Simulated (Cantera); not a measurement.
Charge: 1 mol SiC, a varied amount of O₂, 3.2 mol N₂, equilibrated at 1100 °C and 2.60 mbar.

These are equilibrium values from Cantera (NASA tables, ideal gas, pure condensed phases), not measurements of a reactor. Candidate condensed phases: C, Si, SiC, SiO₂, Si₂N₂O, Si₃N₄; 34 gas species. N₂ is the only nitrogen source here; it is nearly inert below about 1500 K, so the nitride shown seldom forms there in practice. Mutual solubility and eutectic melting of coexisting phases are not modelled. The numbers say what is thermodynamically allowed, not how fast it happens.

Q: Which condensed phases are stable at each of these points (n(O₂) (mol)): 0.018, 0.025, 0.034, 0.047, 0.065, 0.091, 0.13, 0.17, 0.24, 0.34, 0.47, 0.65?

A: 
| n(O₂) (mol) | condensed phases | Si condensed (%) |
|---|---|---|
| 0.018 | C(graphite) + SiC(s) + Si₂N₂O(s) | 100.0 |
| 0.025 | C(graphite) + SiC(s) + Si₂N₂O(s) | 100.0 |
| 0.034 | C(graphite) + SiC(s) + Si₂N₂O(s) | 100.0 |
| 0.047 | C(graphite) + SiC(s) + Si₂N₂O(s) | 100.0 |
| 0.065 | C(graphite) + SiC(s) + Si₂N₂O(s) | 100.0 |
| 0.091 | C(graphite) + SiC(s) + Si₂N₂O(s) | 100.0 |
| 0.13 | C(graphite) + SiC(s) + Si₂N₂O(s) | 100.0 |
| 0.17 | C(graphite) + SiC(s) + Si₂N₂O(s) | 100.0 |
| 0.24 | C(graphite) + SiC(s) + Si₂N₂O(s) | 100.0 |
| 0.34 | C(graphite) + Si₂N₂O(s) | 100.0 |
| 0.47 | C(graphite) + Si₂N₂O(s) | 100.0 |
| 0.65 | C(graphite) + Si₂N₂O(s) | 100.0 |

From 0.018 mol O₂ to 0.24 mol O₂ the condensed part is C(graphite) + SiC(s) + Si₂N₂O(s). From 0.34 mol O₂ to 0.65 mol O₂ the condensed part is C(graphite) + Si₂N₂O(s).
